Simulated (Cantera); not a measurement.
What does this Cantera script print?

```python
import numpy as np
import cantera as ct

gas = ct.Solution("gri30.yaml", transport_model="multicomponent")
show = ['OH', 'NH3', 'N2']

rows = []
print(f"{'T/K':>7s}{'rho':>11s}{'cp':>10s}{'mu':>11s}{'lambda':>11s}{'Pr':>7s}" + "".join(f"{'D_' + s:>11s}" for s in show))
for T in [400, 550, 700, 850, 1000, 1150, 1300]:
    gas.TPX = T, 6100, {'C3H8': 0.8, 'CO': 0.12, 'C2H2': 0.5, 'H2O': 0.25}
    Pr = gas.cp_mass * gas.viscosity / gas.thermal_conductivity
    D = [gas.mix_diff_coeffs_mole[gas.species_index(s)] for s in show]
    rows.append([gas.density, gas.cp_mass, gas.viscosity, gas.thermal_conductivity, Pr, *D])
    print(f"{T:7g}{gas.density:11.4e}{gas.cp_mass:10.1f}{gas.viscosity:11.4e}"
          f"{gas.thermal_conductivity:11.4e}{Pr:7.3f}" + "".join(f"{d:11.4e}" for d in D))
print("SI units: kg/m3, J/kg/K, Pa s, W/m/K, m2/s")
```

Result:

```
    T/K        rho        cp         mu     lambda     Pr       D_OH      D_NH3       D_N2
    400 6.1682e-02    2003.2 1.2431e-05 3.2968e-02  0.755 6.0828e-04 4.1019e-04 4.0223e-04
    550 4.4860e-02    2447.2 1.6420e-05 5.2163e-02  0.770 1.0643e-03 7.6020e-04 7.0771e-04
    700 3.5247e-02    2809.2 1.9995e-05 7.2058e-02  0.780 1.6120e-03 1.1959e-03 1.0753e-03
    850 2.9027e-02    3102.4 2.3259e-05 9.1927e-02  0.785 2.2430e-03 1.7076e-03 1.4993e-03
   1000 2.4673e-02    3346.6 2.6281e-05 1.1157e-01  0.788 2.9512e-03 2.2883e-03 1.9753e-03
   1150 2.1455e-02    3530.4 2.9110e-05 1.3014e-01  0.790 3.7321e-03 2.9328e-03 2.5003e-03
   1300 1.8979e-02    3691.2 3.1781e-05 1.4836e-01  0.791 4.5822e-03 3.6370e-03 3.0717e-03
SI units: kg/m3, J/kg/K, Pa s, W/m/K, m2/s
```

Cantera simulation using GRI-Mech 3.0 (53 species, 325 reactions); the numbers are that mechanism's predictions, not measurements. Polar gases are described roughly by these parameters. The composition is frozen, though it would react at the higher temperatures.
